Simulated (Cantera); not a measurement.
A perfectly stirred reactor is fed with H₂ : O₂ : N₂ = 0.14 : 1 : 0.16 (molar parts), at 0.0267 bar; it is held at 1075 K, and followed from long to short residence time.

Computed with Cantera and the H2/O2 subset of GRI-Mech 3.0, which has no nitrogen chemistry. Radical loss at walls, strong at low pressure, is not modelled. The temperature is held fixed by assumption; the heat of reaction is taken as removed at once.

Problem. What does this change do: H2 0.14 to 0.27 parts?

Solution. 
| quantity | before | after |
|---|---|---|
| x(H₂) at τ = 1.70 s | 0.000292 | 0.000464 |
| x(O₂) at τ = 1.70 s | 0.755 | 0.667 |
| x(H₂O₂) at τ = 1.70 s | 2.93e-7 | 5.36e-7 |
| x(H) at τ = 1.70 s | 5.05e-5 | 6.95e-5 |
| x(HO₂) at τ = 1.70 s | 4.40e-6 | 7.07e-6 |
| x(H₂) at τ = 44.0 ms | 0.00250 | 0.00416 |
| x(O₂) at τ = 44.0 ms | 0.750 | 0.663 |
| x(H₂O₂) at τ = 44.0 ms | 5.36e-7 | 9.47e-7 |
| x(H) at τ = 44.0 ms | 0.00181 | 0.00257 |
| x(HO₂) at τ = 44.0 ms | 1.24e-5 | 1.88e-5 |

Problem. What does this change do: pressure from 0.0267 bar to 0.00270 bar?

Solution. 
| quantity | before | after |
|---|---|---|
| x(H₂) at τ = 1.70 s | 0.000292 | 0.00122 |
| x(O₂) at τ = 1.70 s | 0.755 | 0.745 |
| x(H₂O₂) at τ = 1.70 s | 2.93e-7 | 4.31e-8 |
| x(H) at τ = 1.70 s | 5.05e-5 | 0.00422 |
| x(HO₂) at τ = 1.70 s | 4.40e-6 | 1.39e-6 |
| x(H₂) at τ = 44.0 ms | 0.00250 | 0.00786 |
| x(O₂) at τ = 44.0 ms | 0.750 | 0.714 |
| x(H₂O₂) at τ = 44.0 ms | 5.36e-7 | 4.19e-8 |
| x(H) at τ = 44.0 ms | 0.00181 | 0.0319 |
| x(HO₂) at τ = 44.0 ms | 1.24e-5 | 1.53e-6 |
